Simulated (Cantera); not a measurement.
Input: 1 mol CH3Cl, 0.15 mol HCl, equilibrated at 12.0 Torr.

These are equilibrium values from Cantera (NASA tables, ideal gas, pure condensed phases), not measurements of a reactor. Candidate condensed phases: C, C6H6, C7H8, C8H18; 91 gas species. The numbers say what is thermodynamically allowed, not how fast it happens.

Question: Which condensed phases are stable at each of these points (T (K)): 898, 1098, 1298, 1498, 1698, 1898, 2098, 2298, 2498, 2698, 2898, 3098, 3298, 3498?

Answer: 
```
T (K)  condensed phases  C condensed (%)
-----  ----------------  ---------------
898         C(graphite)             99.8
1098        C(graphite)            100.0
1298        C(graphite)            100.0
1498        C(graphite)            100.0
1698        C(graphite)            100.0
1898        C(graphite)             99.9
2098        C(graphite)             99.7
2298        C(graphite)             99.1
2498        C(graphite)             97.9
2698        C(graphite)             95.1
2898        C(graphite)             85.0
3098        C(graphite)             13.5
3298           gas only              0.0
3498           gas only              0.0
```

From 898 K to 3098 K the condensed part is C(graphite). From 3298 K to 3498 K nothing is condensed.
